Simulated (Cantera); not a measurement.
Equilibrium for halide evaporation, hydrolysis and transport: MgF2 + H2O + N2

Input: 1 mol MgF2, 1.7 mol H2O, 480 mol N2, at 1473.15 K and 13.3 mbar.

Cantera equilibrium calculation (NASA polynomials, part measured and part estimated; ideal gas, pure solids and liquids). Candidate condensed phases: H2O, Mg, MgF2, MgO, Mg(OH)2; 50 gas species. The numbers say what is thermodynamically allowed, not how fast it happens.

The x(N2) is 0.994 and the x(HF) is 0.00413. The x(H2O) is 0.00145, the x(H2) comes out as 1.01e-5 and the x(MgF2) is 7.22e-6. The x(NO) is 4.27e-6, the x(O2) is 2.65e-6 and the x(OH) is 1.30e-6. The n(MgO(s)) comes out as 0.997 mol, the gas amount is 482.7 mol and the log10 activity of MgF2(s) (absent) is -2.52. The log10 activity of Mg(l) (absent) comes out as -11.82.
